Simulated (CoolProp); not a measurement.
Hydrogen chloride along the isobar 4340 kPa: density (kg/m³) from the reference equation and from simpler models built on Tc = 51.5 °C, pc = 8314 kPa, ω = 0.130; each cubic takes its own stable root.

Model: reference Helmholtz-energy equation of state, Thol 2018, in CoolProp.

| T (°C) | phase | reference |
|---|---|---|
| -64.65 | liquid | 1140 |
| -45.05 | liquid | 1087 |
| -25.45 | liquid | 1028 |
| -5.75 | liquid | 959.6 |
| 13.85 | liquid | 873.0 |
| 33.45 | gas | 87.58 |
| 53.15 | gas | 74.74 |
| 72.75 | gas | 66.63 |
| 92.35 | gas | 60.69 |
| 112.05 | gas | 56.01 |
| 131.65 | gas | 52.19 |

Task: How far does each simpler model (van der Waals, Peng-Robinson) lie from the reference over these 11 states: mean and median of the absolute difference, and the worst?

Result: 
- van der Waals: mean 24.7 %, median 9.2 %, worst -89.5 % at 13.85 °C and 4340 kPa
- Peng-Robinson: mean 1.5 %, median 0.7 %, worst -6.5 % at 13.85 °C and 4340 kPa

At some of these states van der Waals gives the other phase, because its saturation line lies elsewhere.
